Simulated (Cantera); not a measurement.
Charge: 1 mol Si, 1.8 mol Cl2, 0.41 mol H2, equilibrated at 925 K and 75.0 Torr.

Cantera equilibrium calculation (NASA polynomials, part measured and part estimated; ideal gas, pure solids and liquids). Candidate condensed phases: Si; 19 gas species. The tables' values for SiCl3 are old estimates; treat these amounts as uncertain. The numbers say what is thermodynamically allowed, not how fast it happens.

Base state: SiCl4 0.639, H2 0.277, SiHCl3 0.0711, HCl 0.00904, SiCl3 0.00262, SiH2Cl2 0.000777, SiCl2 0.000426 (mole fractions); condensed: Si(s).

Task: What changes in the equilibrium state with this change: pressure from 75.0 Torr to 2630 Torr?

Result: 
```tsv
species	before	after
SiCl4	0.639	0.595
H2	0.277	0.243
SiHCl3	0.0711	0.154
SiH3Cl	2.10e-6	2.44e-5
SiCl2	0.000426	6.95e-5
SiH2Cl2	0.000777	0.00389
Si(s), mol	0.0783	0.0498
```

Task: What changes in the equilibrium state with this change: pressure from 75.0 Torr to 1 atm?

Result: 
| species | before | after |
|---|---|---|
| SiCl4 | 0.639 | 0.614 |
| H2 | 0.277 | 0.258 |
| SiHCl3 | 0.0711 | 0.119 |
| SiH3Cl | 2.10e-6 | 1.06e-5 |
| SiCl2 | 0.000426 | 0.000131 |
| Si(s), mol | 0.0783 | 0.0617 |

Task: What changes in the equilibrium state with this change: pressure from 75.0 Torr to 405 Torr?

Result: 
```csv
species,before,after
SiCl4,0.639,0.623
H2,0.277,0.264
SiHCl3,0.0711,0.104
SiCl2,0.000426,0.000181
SiH2Cl2,0.000777,0.00170
HCl,0.00904,0.00575
SiCl3,0.00262,0.00168
"Si(s), mol",0.0783,0.0669
```
